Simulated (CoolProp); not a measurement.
Saturation properties of dimethyl carbonate (Tc = 557.0 K, pc = 4909 kPa, ω = 0.346).

Values from CoolProp's reference Helmholtz-energy equation of state, Zhou 2011.

| T (K) | p (kPa) | vapour density (kg/m³) |
|---|---|---|
| 383.8 | 187.1 | 5.533 |
| 385.7 | 197.3 | 5.815 |
| 387.6 | 207.8 | 6.109 |
| 389.4 | 218.3 | 6.397 |
| 391.3 | 229.7 | 6.714 |
| 393.2 | 241.6 | 7.042 |
| 395.1 | 254.0 | 7.383 |
| 397 | 266.8 | 7.736 |
| 398.9 | 280.2 | 8.103 |
| 400.8 | 294.1 | 8.483 |
| 402.7 | 308.5 | 8.878 |
| 404.5 | 322.6 | 9.264 |
| 406.4 | 338.0 | 9.687 |
| 408.3 | 354.1 | 10.12 |
| 410.2 | 370.7 | 10.58 |

It boils at 363.3 K under 1 atm.
